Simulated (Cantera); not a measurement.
**Equilibrium for abatement and gas-phase synthesis: SO₂ + H₂**

Feed: 1 mol SO₂, 1.2 mol H₂, held at 10.0 mbar.

These are equilibrium values from Cantera (NASA tables, ideal gas, pure condensed phases), not measurements of a reactor. Candidate condensed phases: H₂O, H₂SO₄, S; 19 gas species. The numbers say what is thermodynamically allowed, not how fast it happens.

| T (K) | x H | x O | x H₂O | x H₂ | x SO₂ | x SO | x S | x OH | x O₂ |
|---|---|---|---|---|---|---|---|---|---|
| 2450 | 0.0925 | 0.00603 | 0.244 | 0.212 | 0.210 | 0.163 | 0.0325 | 0.0208 | 0.00286 |
| 2525 | 0.125 | 0.0122 | 0.220 | 0.198 | 0.195 | 0.167 | 0.0358 | 0.0296 | 0.00559 |
| 2600 | 0.163 | 0.0233 | 0.191 | 0.180 | 0.174 | 0.169 | 0.0397 | 0.0399 | 0.0100 |
| 2675 | 0.207 | 0.0411 | 0.155 | 0.161 | 0.149 | 0.169 | 0.0448 | 0.0499 | 0.0161 |
| 2750 | 0.255 | 0.0668 | 0.117 | 0.139 | 0.119 | 0.165 | 0.0520 | 0.0575 | 0.0226 |
| 2825 | 0.303 | 0.0998 | 0.0800 | 0.115 | 0.0889 | 0.158 | 0.0618 | 0.0605 | 0.0278 |
| 2900 | 0.347 | 0.138 | 0.0500 | 0.0909 | 0.0614 | 0.145 | 0.0742 | 0.0584 | 0.0302 |
| 2975 | 0.382 | 0.179 | 0.0285 | 0.0683 | 0.0392 | 0.129 | 0.0889 | 0.0520 | 0.0296 |
| 3050 | 0.407 | 0.218 | 0.0151 | 0.0491 | 0.0233 | 0.109 | 0.105 | 0.0432 | 0.0264 |
| 3125 | 0.423 | 0.253 | 0.00759 | 0.0344 | 0.0129 | 0.0880 | 0.121 | 0.0341 | 0.0220 |
| 3200 | 0.432 | 0.283 | 0.00370 | 0.0237 | 0.00673 | 0.0681 | 0.136 | 0.0259 | 0.0173 |
x: gas mole fraction; nothing condenses.

From 2450 K to 3200 K nothing is condensed.
